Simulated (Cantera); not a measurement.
Feed: 1 mol C₃H₆, 0.025 mol O₂, 1.7 mol H₂, equilibrated at 44.0 mbar.

Equilibrium computed with Cantera from the NASA thermochemical tables; the gas is ideal and each condensed phase is pure. Candidate condensed phases: C, C₆H₆, C₇H₈, C₈H₁₈, H₂O; 110 gas species. Equilibrium is a limit: real reactors are often held back by kinetics, nucleation or transport. All values below are at 2148 K.

Base state: H₂ 0.968, H 0.0196, CO 0.0104, C₂H₂ (acetylene) 0.00185, CH₄ 1.22e-5 (mole fractions); condensed: C(graphite).

### Question
What changes in the equilibrium state with this change: pressure from 44.0 mbar to 18.0 bar?

### Answer
```csv
species,before,after
H₂,0.968,0.981
CO,0.0104,0.0106
CH₄,1.22e-5,0.00511
H,0.0196,0.000973
C₂H₄,2.46e-7,0.000104
H₂O,3.01e-8,1.27e-5
CH₃,4.75e-6,9.80e-5
C₂H₂ (acetylene),0.00185,0.00188
"C(graphite), mol",2.93,2.91
```

### Question
What changes in the equilibrium state with this change: pressure from 44.0 mbar to 24.0 bar?

### Answer
```tsv
species	before	after
H₂	0.968	0.980
CO	0.0104	0.0106
CH₄	1.22e-5	0.00679
H	0.0196	0.000842
H₂O	3.01e-8	1.69e-5
C₂H₄	2.46e-7	0.000138
CH₃	4.75e-6	0.000113
C₂H₂ (acetylene)	0.00185	0.00188
C(graphite), mol	2.93	2.90
```
